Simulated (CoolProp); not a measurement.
Properties of the fluoroketone C6F12O (FK-5-1-12) along the isobar 4350 kPa.

Values from CoolProp's reference Helmholtz-energy equation of state, McLinden 2015.

```tsv
T (K)	phase	density (kg/m³)	speed of sound (m/s)	Joule-Thomson coefficient (K/MPa)
181.8	liquid	[?]	901.9	[?]
200.8	liquid	1880	839.4	-0.3429
219.8	liquid	1831	777.7	-0.3414
238.8	liquid	1781	717.1	-0.3349
257.9	liquid	1731	657.7	[?]
276.9	liquid	1680	600.1	[?]
295.9	liquid	1628	544.3	[?]
314.9	liquid	1574	490.2	-0.2424
333.9	liquid	1518	438.1	-0.1953
352.9	liquid	1459	387.9	-0.1323
371.9	liquid	1395	339.6	-0.04614
391	liquid	1326	293.0	0.07719
410	liquid	1249	248.0	0.2626
429	liquid	1162	204.4	0.5659
448	supercritical	[?]	162.3	1.108
```

Task: Complete the blanks.

Result: 
- 181.8, density (kg/m³): 1931
- 181.8, Joule-Thomson coefficient (K/MPa): -0.3399
- 257.9, Joule-Thomson coefficient (K/MPa): -0.3226
- 276.9, Joule-Thomson coefficient (K/MPa): -0.3040
- 295.9, Joule-Thomson coefficient (K/MPa): -0.2778
- 448, density (kg/m³): 1058
